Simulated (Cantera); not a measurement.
A Cantera script and its output.

```python
import numpy as np
import cantera as ct

gas = ct.Solution("gri30.yaml")
gas.TPX = 1750, 220000, {'CH4': 1, 'C2H6': 0.066, 'O2': 1.06, 'N2': 12}
reactor = ct.IdealGasConstPressureReactor(gas, energy="on", clone=False)
net = ct.ReactorNet([reactor])
net.rtol, net.atol = 1e-08, 1e-16
show = ['CH4', 'C2H6', 'O2', 'HO2', 'C2H', 'CH2', 'C2H2']
times = np.geomspace(8e-06, 0.1, 11)

steps = ct.SolutionArray(gas, extra=["t"])
rows = []
print(f"{'t/s':>10s}{'T/K':>9s}{'P/Pa':>11s}" + "".join(f"{s:>11s}" for s in show))
for t in times:
    while net.time < t:
        t_next = net.step()
        steps.append(gas.state, t=t_next)
    rows.append([np.interp(t, steps.t, y) for y in (steps.T, steps.P, *steps(*show).X.T)])
    print(f"{t:10.3e}{rows[-1][0]:9.1f}{rows[-1][1]:11.4g}" + "".join(f"{x:11.3e}" for x in rows[-1][2:]))
rate = np.gradient(steps.T, steps.t)
print("integrator steps:", len(steps.t))
if steps.T.max() > steps.T[0] + 200:
    print(f"time of steepest temperature rise: {steps.t[rate.argmax()]:.4e} s")
gas.TPX = 1750, 220000, {'CH4': 1, 'C2H6': 0.066, 'O2': 1.06, 'N2': 12}
gas.equilibrate("HP")
print(f"equilibrium (HP): T = {gas.T:.1f} K  " + "  ".join(f"{s} {gas[s].X[0]:.3e}" for s in show))
```

It prints:

```
       t/s      T/K       P/Pa        CH4       C2H6         O2        HO2        C2H        CH2       C2H2
 8.000e-06   1742.9    2.2e+05  7.018e-02  3.759e-03  7.471e-02  1.406e-05  1.841e-11  4.961e-07  9.177e-07
 2.055e-05   1744.8    2.2e+05  6.724e-02  3.065e-03  7.319e-02  3.195e-05  1.162e-09  1.281e-06  2.763e-05
 5.278e-05   1783.0    2.2e+05  5.427e-02  1.828e-03  6.463e-02  7.410e-05  4.985e-08  3.848e-06  5.318e-04
 1.356e-04   2249.3    2.2e+05  8.381e-04  3.840e-07  1.769e-04  4.876e-08  6.623e-06  2.238e-05  5.262e-03
 3.482e-04   2256.4    2.2e+05  6.774e-04  9.223e-08  5.276e-07  4.504e-10  2.359e-06  5.954e-06  3.455e-03
 8.944e-04   2251.9    2.2e+05  3.962e-04  2.901e-08  4.345e-07  3.514e-10  9.042e-07  2.979e-06  1.419e-03
 2.297e-03   2247.7    2.2e+05  6.773e-05  8.061e-10  3.807e-07  2.962e-10  8.447e-08  4.475e-07  1.394e-04
 5.901e-03   2246.1    2.2e+05  9.758e-08  2.438e-15  4.305e-07  3.359e-10  1.087e-10  7.197e-10  1.682e-07
 1.516e-02   2246.5    2.2e+05  5.621e-11  8.114e-22  4.526e-07  3.537e-10  3.203e-17  4.597e-13  4.835e-14
 3.893e-02   2247.0    2.2e+05  3.966e-11  4.289e-22  4.551e-07  3.555e-10  2.105e-17  3.195e-13  3.169e-14
 1.000e-01   2247.2    2.2e+05  3.713e-11  3.817e-22  4.563e-07  3.564e-10  1.963e-17  2.983e-13  2.952e-14
integrator steps: 1501
time of steepest temperature rise: 1.0074e-04 s
equilibrium (HP): T = 2247.3 K  CH4 4.162e-11  C2H6 4.652e-22  O2 4.565e-07  HO2 3.566e-10  C2H 2.185e-17  CH2 3.315e-13  C2H2 3.284e-14
```

Detailed kinetics in Cantera: GRI-Mech 3.0 (53 species, 325 reactions).
